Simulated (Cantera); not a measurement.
Source: NASA polynomial tables (part measured, part estimated), evaluated in Cantera. Values are per mole of reaction as written; species without (g) are pure solids or liquids, kept so even where they would boil at 1 bar.

Question: Between 675 and 1475 K, where is each reaction favourable under standard conditions?
- 2 NO2(g) → O2(g) + 2 NO(g)

Answer: 
- 2 NO2(g) → O2(g) + 2 NO(g): ΔG° is 14 kJ at 675 K and -107 kJ at 1475 K; it changes sign between 675 and 875 K. ΔH° is 114 kJ and ΔS° 150 J/K at 1475 K.
